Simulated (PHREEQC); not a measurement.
Consider water at 25 °C with 0.094 mol/kgw CuSO4, 4.2e-05 mol/kgw HNO3 and 0.0048 mol/kgw NaCl. Closed to the air; pH follows from the charge balance.

Computed with PHREEQC (ion-association model, phreeqc.dat).

No solid was allowed to form.

**Question.** What pH, specific conductance does the model give?

**Answer.** pH 4.46; specific conductance 8720 µS/cm.

**Question.** In which forms is Na present?

**Answer.** Na+ 93 %, NaSO4- 6.7 % of the Na.

Complexes and solids missing from the database can't appear.
